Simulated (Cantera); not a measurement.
An adiabatic, constant-pressure homogeneous reactor starts with CO : H2 : O2 : N2 = 1 : 0.084 : 0.49 : 3.85 (molar parts), equivalence ratio 1.1, at 1748 K and 1.10 bar.

Cantera simulation using GRI-Mech 3.0 (53 species, 325 reactions); the numbers are that mechanism's predictions, not measurements.

Predict: time of steepest temperature rise; temperature at 2.00 s; equilibrium temperature; x(CO) at 2.00 s; x(H2) at 2.00 s; x(O2) at 2.00 s; x(H2O) at 2.00 s; x(O) at 2.00 s.


```
Property                                                             Value
---------------------------------  ---------------------------------------
time of steepest temperature rise                                  38.7 µs
temperature at 2.00 s                                               2657 K
equilibrium temperature                                             2657 K
x(CO) at 2.00 s                      0.0709 (gas-phase equilibrium 0.0709)
x(H2) at 2.00 s                    0.00107 (gas-phase equilibrium 0.00107)
x(O2) at 2.00 s                      0.0187 (gas-phase equilibrium 0.0187)
x(H2O) at 2.00 s                     0.0125 (gas-phase equilibrium 0.0125)
x(O) at 2.00 s                     0.00394 (gas-phase equilibrium 0.00394)
```
